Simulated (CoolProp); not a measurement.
Sulfur hexafluoride at 588.84 K and 11.5 MPa flows at 0.35 m/s in a round tube of 100 mm bore and 0.25 µm roughness, fully developed (64/Re and Nu = 3.66 if laminar; Colebrook and Gnielinski if turbulent). Each further row changes one setting.

Values from CoolProp's reference Helmholtz-energy equation of state, Guder 2009.

```json
[
 {"case": "as stated", "Reynolds number": "?", "Darcy friction factor": "?", "pressure drop (Pa/m)": "3.02", "heat-transfer coefficient (W/(m² K))": "?", "mass flow (kg/h)": "3480"},
 {"case": "velocity 0.7 m/s", "Reynolds number": "725000", "Darcy friction factor": "0.0124", "pressure drop (Pa/m)": "?", "heat-transfer coefficient (W/(m² K))": "?", "mass flow (kg/h)": "6970"},
 {"case": "diameter 200 mm", "Reynolds number": "725000", "Darcy friction factor": "?", "pressure drop (Pa/m)": "1.33", "heat-transfer coefficient (W/(m² K))": "207", "mass flow (kg/h)": "?"}
]
```

**Question.** Fill in the missing entries.

**Answer.** 
- as stated, Reynolds number: 362000
- as stated, Darcy friction factor: 0.0140
- as stated, heat-transfer coefficient (W/(m² K)): 235
- velocity 0.7 m/s, pressure drop (Pa/m): 10.7
- velocity 0.7 m/s, heat-transfer coefficient (W/(m² K)): 414
- diameter 200 mm, Darcy friction factor: 0.0123
- diameter 200 mm, mass flow (kg/h): 13900

Viscosity comes from a separate model (Quiñones-Cisneros 2012). Thermal conductivity comes from a separate model (Assael 2012).
